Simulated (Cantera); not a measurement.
Input: 1 mol Si₃N₄, 0.54 mol H₂O, a varied amount of H₂, equilibrated at 1500 K and 13.0 Pa.

These are equilibrium values from Cantera (NASA tables, ideal gas, pure condensed phases), not measurements of a reactor. Candidate condensed phases: H₂O, Si, SiO₂, Si₂N₂O, Si₃N₄; 35 gas species. Mutual solubility and eutectic melting of coexisting phases are not modelled. Kinetics and transport are ignored.

Q: Which condensed phases are stable at each of these points (n(H₂) (mol)): 1.2, 3, 7.1, 17, 41, 97, 230, 560?

A: 
| n(H₂) (mol) | condensed phases | Si condensed (%) |
|---|---|---|
| 1.2 | Si(s) + Si₂N₂O(s) + Si₃N₄(s) | 99.4 |
| 3 | Si(s) + Si₂N₂O(s) | 98.6 |
| 7.1 | Si(s) + Si₂N₂O(s) | 95.5 |
| 17 | Si(s) + Si₂N₂O(s) | 83.4 |
| 41 | Si(s) | 81.9 |
| 97 | Si(s) | 81.7 |
| 230 | Si(s) | 81.3 |
| 560 | Si(s) | 80.4 |

At 1.2 mol H₂ the condensed part is Si(s) + Si₂N₂O(s) + Si₃N₄(s). From 3 mol H₂ to 17 mol H₂ the condensed part is Si(s) + Si₂N₂O(s). From 41 mol H₂ to 560 mol H₂ the condensed part is Si(s).
